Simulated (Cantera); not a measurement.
**Transport properties of process gases**

Gas mixture: C2H2 : CH3OH : H2O = 0.14 : 0.65 : 0.91 (molar parts), at 0.00610 bar, frozen composition.

Cantera's kinetic-theory transport with the Lennard-Jones parameters of GRI-Mech 3.0, ideal gas; thermal conductivity in the mixture-averaged form. Polar gases are described roughly by these parameters. The composition is frozen, though it would react at the higher temperatures.

| T (K) | ρ (kg/m³) | cp (J/kg/K) | μ (µPa s) | λ (mW/m/K) | Pr | D (cm²/s) NH3 | D (cm²/s) OH | D (cm²/s) O |
|---|---|---|---|---|---|---|---|---|
| 400 | 0.00441 | 1753 | 13.6 | 33.2 | 0.718 | 50.9 | 84.4 | 86.0 |
| 600 | 0.00294 | 2079 | 20.5 | 58.2 | 0.734 | 115 | 175 | 178 |
| 800 | 0.00220 | 2349 | 27.1 | 85.9 | 0.741 | 201 | 290 | 295 |
| 1000 | 0.00176 | 2578 | 33.3 | 115 | 0.746 | 307 | 425 | 433 |
| 1200 | 0.00147 | 2767 | 39.0 | 144 | 0.747 | 429 | 579 | 590 |
| 1400 | 0.00126 | 2923 | 44.4 | 174 | 0.748 | 568 | 751 | 765 |
| 1600 | 0.00110 | 3051 | 49.5 | 202 | 0.747 | 722 | 940 | 957 |
D: mixture-averaged diffusion coefficient of that species in the mixture.
